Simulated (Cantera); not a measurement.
## Equilibrium for silicon nitride deposition: trisilylamine + NH3 + H2

A closed system holds: 1 mol trisilylamine, 8.2 mol NH3, a varied amount of H2, held at 0.00133 bar.

Method: chemical equilibrium by Gibbs-energy minimisation in Cantera with the NASA 1993 tables (ideal gas, pure condensed phases). Candidate condensed phases: Si, Si3N4; 18 gas species. The feed counts by its element totals alone. Mutual solubility and eutectic melting of coexisting phases are not modelled. The numbers say what is thermodynamically allowed, not how fast it happens.

Stable condensed phases:

```
T in K \ n(H2) in mol
           7 8.9  11  14  18  23  29  37  47  60  76  96
   1698    A   A   A   A   A   A   A   A   A   A   A   A
   1648    A   A   A   A   A   A   A   A   A   A   A   A
   1598    A   A   A   A   A   A   A   A   A   A   A   A
   1548    B   B   C   C   C   C   C   A   A   A   A   A
   1498    B   B   B   B   B   B   B   B   B   C   C   C
   1448    B   B   B   B   B   B   B   B   B   B   B   B
   1398    B   B   B   B   B   B   B   B   B   B   B   B
   1348    B   B   B   B   B   B   B   B   B   B   B   B
   1298    B   B   B   B   B   B   B   B   B   B   B   B
   1248    B   B   B   B   B   B   B   B   B   B   B   B
   1198    B   B   B   B   B   B   B   B   B   B   B   B
```

A: Si; B: Si3N4; C: Si + Si3N4.
